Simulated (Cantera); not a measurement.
An adiabatic, constant-pressure homogeneous reactor starts with H2 : O2 : N2 = 1 : 1.56 : 6.72 (molar parts), equivalence ratio 0.32, at 1300 K and 1.01 bar. Integrator tolerance rtol = 1e-08.

Model: GRI-Mech 3.0 (53 species, 325 reactions), integrated in Cantera.

### Question
What does this change do: pressure from 1.01 bar to 12.0 bar?

### Answer
| quantity | before | after |
|---|---|---|
| time of steepest temperature rise | 35.9 µs | 7.13 µs |
| temperature at 4.00 s | 2040 K | 2046 K |
| equilibrium temperature | 2039 K | 2046 K |
| x(H2) at 4.00 s | 0.000128 (gas-phase equilibrium 0.000127) | 3.89e-5 (gas-phase equilibrium 3.89e-5) |
| x(O2) at 4.00 s | 0.117 (gas-phase equilibrium 0.117) | 0.117 (gas-phase equilibrium 0.117) |
| x(OH) at 4.00 s | 0.00228 (gas-phase equilibrium 0.00226) | 0.00126 (gas-phase equilibrium 0.00126) |
| x(H2O) at 4.00 s | 0.113 (gas-phase equilibrium 0.113) | 0.113 (gas-phase equilibrium 0.113) |
| x(NO) at 4.00 s | 0.00586 (gas-phase equilibrium 0.00627) | 0.00638 (gas-phase equilibrium 0.00638) |
| x(H) at 4.00 s | 2.41e-5 (gas-phase equilibrium 2.39e-5) | 4.00e-6 (gas-phase equilibrium 4.00e-6) |
The hydrogen kinetics of GRI-Mech 3.0 are dated; newer H2 mechanisms differ, most at raised pressure. The pressure lies above the range GRI-Mech 3.0 was tuned for (to about 10 atm).

### Question
What does this change do: O2 1.56 to 0.91 parts?

### Answer
```csv
quantity,before,after
time of steepest temperature rise,35.9 µs,47.4 µs
temperature at 4.00 s,2040 K,2100 K
equilibrium temperature,2039 K,2100 K
x(H2) at 4.00 s,0.000128 (gas-phase equilibrium 0.000127),0.000330 (gas-phase equilibrium 0.000330)
x(O2) at 4.00 s,0.117 (gas-phase equilibrium 0.117),0.0474 (gas-phase equilibrium 0.0474)
x(OH) at 4.00 s,0.00228 (gas-phase equilibrium 0.00226),0.00247 (gas-phase equilibrium 0.00247)
x(H2O) at 4.00 s,0.113 (gas-phase equilibrium 0.113),0.121 (gas-phase equilibrium 0.121)
x(NO) at 4.00 s,0.00586 (gas-phase equilibrium 0.00627),0.00483 (gas-phase equilibrium 0.00485)
x(H) at 4.00 s,2.41e-5 (gas-phase equilibrium 2.39e-5),5.66e-5 (gas-phase equilibrium 5.66e-5)
```
